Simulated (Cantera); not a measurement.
Feed: 1 mol Si, 3.3 mol HCl, 0.57 mol H2, 2 mol Cl2, equilibrated at 1277 °C and 1600000 Pa.

Method: chemical equilibrium by Gibbs-energy minimisation in Cantera with the NASA 1993 tables (ideal gas, pure condensed phases). Candidate condensed phases: Si; 19 gas species. The tables' values for SiCl3 are old estimates; treat these amounts as uncertain. The numbers say what is thermodynamically allowed, not how fast it happens.

Base state: HCl 0.685, SiCl4 0.196, H2 0.110, SiCl3 0.00467, SiHCl3 0.00388, SiCl2 0.000310, Cl 1.30e-5, SiH2Cl2 1.25e-5 (mole fractions); condensed: gas only.

### Question
What changes in the equilibrium state with this change: HCl from 3.3 to 5.6 mol?

### Answer
| species | before | after |
|---|---|---|
| HCl | 0.685 | 0.784 |
| SiCl4 | 0.196 | 0.135 |
| H2 | 0.110 | 0.0765 |
| SiH2Cl2 | 1.25e-5 | 3.17e-6 |
| SiCl2 | 0.000310 | 0.000113 |
| SiHCl3 | 0.00388 | 0.00162 |
| SiCl3 | 0.00467 | 0.00234 |
| Cl | 1.30e-5 | 1.78e-5 |

### Question
What changes in the equilibrium state with this change: temperature from 1277 °C to 1027 °C?

### Answer
| species | before | after |
|---|---|---|
| HCl | 0.685 | 0.679 |
| SiCl4 | 0.196 | 0.203 |
| H2 | 0.110 | 0.115 |
| SiCl2 | 0.000310 | 4.34e-6 |
| Cl | 1.30e-5 | 4.67e-7 |
| SiCl3 | 0.00467 | 0.000386 |
| SiH2Cl2 | 1.25e-5 | 1.71e-6 |
